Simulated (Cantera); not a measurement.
# SiH4 + HCl + H2 (silicon epitaxy and polysilicon growth)

A closed system holds: 1 mol SiH4, 0.14 mol HCl, 190 mol H2, equilibrated at 0.790 bar.

Method: chemical equilibrium by Gibbs-energy minimisation in Cantera with the NASA 1993 tables (ideal gas, pure condensed phases). Candidate condensed phases: Si; 19 gas species. Gases not in the tables: Si2H6 and higher silanes. Equilibrium is a limit: real reactors are often held back by kinetics, nucleation or transport.

```json
[
 {"T (K)": "948", "log p H2": "-0.10", "log p HCl": "-3.32", "log p H": "-9.33", "log p SiH2": "-10.82", "log p SiHCl3": "-4.73", "n Si(s)": "0.991", "n Si(l)": "0"},
 {"T (K)": "1023", "log p H2": "-0.10", "log p HCl": "-3.26", "log p H": "-8.43", "log p SiH2": "-9.85", "log p SiHCl3": "-5.41", "n Si(s)": "0.997", "n Si(l)": "0"},
 {"T (K)": "1098", "log p H2": "-0.10", "log p HCl": "-3.25", "log p H": "-7.66", "log p SiH2": "-9.00", "log p SiHCl3": "-6.12", "n Si(s)": "0.999", "n Si(l)": "0"},
 {"T (K)": "1173", "log p H2": "-0.10", "log p HCl": "-3.24", "log p H": "-6.98", "log p SiH2": "-8.27", "log p SiHCl3": "-6.76", "n Si(s)": "0.999", "n Si(l)": "0"},
 {"T (K)": "1248", "log p H2": "-0.10", "log p HCl": "-3.24", "log p H": "-6.38", "log p SiH2": "-7.62", "log p SiHCl3": "-7.32", "n Si(s)": "0.999", "n Si(l)": "0"},
 {"T (K)": "1323", "log p H2": "-0.10", "log p HCl": "-3.24", "log p H": "-5.85", "log p SiH2": "-7.05", "log p SiHCl3": "-7.82", "n Si(s)": "0.999", "n Si(l)": "0"},
 {"T (K)": "1398", "log p H2": "-0.10", "log p HCl": "-3.24", "log p H": "-5.38", "log p SiH2": "-6.54", "log p SiHCl3": "-8.27", "n Si(s)": "0.999", "n Si(l)": "0"},
 {"T (K)": "1473", "log p H2": "-0.10", "log p HCl": "-3.24", "log p H": "-4.95", "log p SiH2": "-6.08", "log p SiHCl3": "-8.67", "n Si(s)": "0.999", "n Si(l)": "0"},
 {"T (K)": "1548", "log p H2": "-0.10", "log p HCl": "-3.24", "log p H": "-4.56", "log p SiH2": "-5.67", "log p SiHCl3": "-9.03", "n Si(s)": "0.999", "n Si(l)": "0"},
 {"T (K)": "1623", "log p H2": "-0.10", "log p HCl": "-3.24", "log p H": "-4.21", "log p SiH2": "-5.29", "log p SiHCl3": "-9.36", "n Si(s)": "0.998", "n Si(l)": "0"},
 {"T (K)": "1698", "log p H2": "-0.10", "log p HCl": "-3.24", "log p H": "-3.89", "log p SiH2": "-4.96", "log p SiHCl3": "-9.67", "n Si(s)": "0", "n Si(l)": "0.996"},
 {"T (K)": "1773", "log p H2": "-0.10", "log p HCl": "-3.24", "log p H": "-3.60", "log p SiH2": "-4.71", "log p SiHCl3": "-10.01", "n Si(s)": "0", "n Si(l)": "0.994"}
]
```
log p: log10 of the partial pressure in bar; n: condensed amount in mol.

From 948 K to 1623 K the condensed part is Si(s). From 1698 K to 1773 K the condensed part is Si(l). The main Si-bearing gas is SiHCl3 at 948 K and SiH2 at 1773 K.
